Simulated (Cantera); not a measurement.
Mixture: CH4 : CO : O2 : N2 = 1 : 0.048 : 1.19 : 4.48 (molar parts), equivalence ratio 1.7, at 28.0 bar, adiabatic and at constant volume. Ignition delay is the time to a rise of 400 K.

Computed with Cantera and GRI-Mech 3.0 (53 species, 325 reactions). The pressure lies above the range GRI-Mech 3.0 was tuned for (to about 10 atm).

What does this change do: 0.062 parts H2 added?


```
quantity                                                before       after
--------------------------------------------------  ----------  ----------
delay at 1023 K                                        27.4 ms     5.69 ms
delay at 1123 K                                        5.61 ms     1.53 ms
delay at 1223 K                                        1.52 ms    0.591 ms
delay at 1323 K                                       0.492 ms    0.256 ms
delay at 1423 K                                       0.178 ms    0.113 ms
apparent activation energy between 1373 and 1473 K  160 kJ/mol  140 kJ/mol
```
